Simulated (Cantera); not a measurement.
An isothermal, constant-pressure homogeneous reactor starts with 1.15 % CH3OH, 2.88 % O2, 96.0 % N2, equivalence ratio 0.60, at 1600 K and 1.68 atm.

Cantera simulation using GRI-Mech 3.0 (53 species, 325 reactions); the numbers are that mechanism's predictions, not measurements. GRI-Mech 3.0 was tuned for natural gas; its chemistry of methanol as a main component is partial and can be far from experiment. The temperature is held fixed by assumption; the heat of reaction is taken as removed at once.

One state of this run: x CH3OH = <1e-12; x O2 = 0.0114; x CO2 = 0.0114; x NO2 = 1.19e-8; x NO = 8.97e-6; x CH3 = <1e-12; x O = 1.50e-6. x: mole fraction; the columns are a selection and need not sum to one.

Which value of t (s) does it belong to?
A. 7.27e-5
B. 3.00e-6
C. 2.51e-5
D. 0.0428

D, 0.0428
